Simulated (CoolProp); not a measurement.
The fluid at 293.15 K and 0.334 MPa expands adiabatically to 0.0312 MPa with isentropic efficiency 0.8. The same conditions are run with several fluids, on thermodynamics alone (safety and materials aside).

The numbers come from the reference Helmholtz-energy equation of state of each fluid (R143a: Lemmon and Jacobsen 2000; chlorine: Thol 2021; sulfur hexafluoride: Guder 2009; R115: Lemmon 2016) in CoolProp.

Task: Rank R143a, chlorine, sulfur hexafluoride, R115 by work (kJ/kg), highest first.

Result: chlorine (50.4), R143a (46.2), sulfur hexafluoride (27.7), R115 (26.2)

```json
[
 {"fluid": "R143a", "final temperature (K)": "233.1", "final phase": "gas", "final density (kg/m³)": "1.37"},
 {"fluid": "chlorine", "final temperature (K)": "215.4", "final phase": "two-phase, vapour fraction 0.938", "final density (kg/m³)": "1.33"},
 {"fluid": "sulfur hexafluoride", "final temperature (K)": "244.8", "final phase": "gas", "final density (kg/m³)": "2.25"},
 {"fluid": "R115", "final temperature (K)": "249.8", "final phase": "gas", "final density (kg/m³)": "2.34"}
]
```
